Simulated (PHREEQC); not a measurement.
A solution holds 42 mmol/kgw ZnCl2 and 1.7 mmol/kgw H2SO4, at 25 °C. Closed to the air; pH follows from the charge balance.

Computed with PHREEQC (ion-association model, phreeqc.dat).

This is a speciation only: nothing precipitates in the calculation.

Question: What pH, density, specific conductance does the model give?

Answer: pH 2.57; density 1.002 g/cm³; specific conductance 8860 µS/cm.

Question: In which forms is Zn present?

Answer: Zn+2 91 %, ZnCl+ 6.9 %, ZnSO4 2.0 % of the Zn.
